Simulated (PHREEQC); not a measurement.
# Acid rinse or clean: speciation

Consider water at 10 °C with 0.0044 mol HBr, 0.00023 mol NiCl2 and 0.015 mol MnSO4 per kg of water. Closed to the air; pH follows from the charge balance.

The numbers come from PHREEQC with the ion-association model, wateq4f.dat.

Each row changes one thing in this solution. This is a speciation only: nothing precipitates in the calculation.

```tsv
case	pH	ionic strength (mol/kgw)	Mn+2 (mol/kgw)	SO4-2 (mol/kgw)	MnSO4 (mol/kgw)	HSO4- (mol/kgw)	SI of Morenosite (NiSO4:7H2O)
as made	2.56	0.0482	0.0114	0.0102	0.00356	0.00117	-3.95
HBr from 0.0044 to 0.0066 mol/kgw	2.38	0.0500	0.0116	0.00984	0.00341	0.00169	-3.97
temperature from 10 to 20 °C	2.57	0.0463	0.0110	0.00966	0.00398	0.00129	-4.06
MnSO4 from 0.015 to 0.003 mol/kgw	2.44	0.0149	0.00268	0.00225	0.000315	0.000409	-4.29
temperature from 10 to 70 °C	2.73	0.0378	0.00936	0.00707	0.00563	0.00224	-4.53
temperature from 10 to 75 °C	2.76	0.0371	0.00925	0.00684	0.00574	0.00235	-4.57
0.0083 mol/kgw AlCl3 added	2.51	0.0703	0.0125	0.00633	0.00195	0.000740	-4.20
```

Species that the database lacks are ignored. At this temperature some constants are extrapolated from 25 °C, and those without enthalpy data are left unchanged.
